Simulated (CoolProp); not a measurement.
Vapour-liquid equilibrium of cyclohexane (1) + n-heptane (2) at 46.45 °C; x and y are mole fractions of (1).

Computed with CoolProp (multi-fluid Helmholtz-energy mixture model, Zhou 2014 and Span 2003; pair parameters Bell 2016).

```
x     bubble pressure (bar)  y at the bubble point  dew pressure at overall composition x (bar)  liquid density (mol/L)
----  ---------------------  ---------------------  -------------------------------------------  ----------------------
0.05                 0.1713                  0.096                                       0.1672                   6.688
0.15                 0.1880                  0.261                                       0.1764                   6.873
0.25                 0.2044                  0.399                                       0.1867                   7.068
0.35                 0.2205                  0.515                                       0.1982                   7.274
0.45                 0.2363                  0.615                                       0.2112                   7.492
0.55                 0.2517                  0.702                                       0.2258                   7.723
0.65                 0.2667                  0.779                                       0.2423                   7.967
0.75                    [?]                  0.849                                       0.2608                   8.227
0.85                    [?]                  0.912                                       0.2817                   8.503
0.95                 0.3101                  0.972                                          [?]                   8.797
```

### Question
Fill in the missing entries.

### Answer

- 0.75, bubble pressure (bar): 0.2814
- 0.85, bubble pressure (bar): 0.2958
- 0.95, dew pressure at overall composition x (bar): 0.3048

No azeotrope shows between x = 0.05 and 0.95.

The pair parameters rest on a limited set of measurements; away from them the model extrapolates.
